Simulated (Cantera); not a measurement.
Low-pressure radical oxidation in H2/O2

An isothermal, constant-pressure homogeneous reactor starts with H₂ : O₂ : N₂ : H₂O = 0.071 : 1 : 1.1 : 0.086 (molar parts), at 1223 K and 10.00 Torr.

Computed with Cantera and GRI-Mech 3.0 (53 species, 325 reactions). Radical loss at walls, strong at low pressure, is not modelled.

```
t (s)         x H₂   x O₂      x OH       x O     x NO₂
--------  --------  -----  --------  --------  --------
0.000200    0.0315  0.443   2.25e-9   2.78e-9    <1e-12
0.000538    0.0315  0.443   1.61e-8   2.26e-8    <1e-12
0.00145     0.0315  0.443   8.57e-7   1.23e-6    <1e-12
0.00390     0.0124  0.430   0.00382   0.00858    <1e-12
0.0105     0.00121  0.422   0.00298    0.0153  2.00e-12
0.0283    0.000889  0.425   0.00257    0.0110  6.74e-12
0.0761    0.000429  0.430   0.00179   0.00518  1.78e-11
0.205     0.000112  0.433  0.000913   0.00133  5.28e-11
0.552      1.97e-5  0.434  0.000385  0.000235  1.40e-10
1.49       3.59e-6  0.434  0.000165   4.31e-5  2.18e-10
4.00       8.00e-7  0.434   7.82e-5   9.68e-6  2.25e-10
```
x: mole fraction; the columns are a selection and need not sum to one.

Equilibrium at this temperature and pressure: H₂ 1.90e-8, O₂ 0.434, OH 1.21e-5, O 2.32e-7, NO₂ 6.68e-7 (gas phase only).
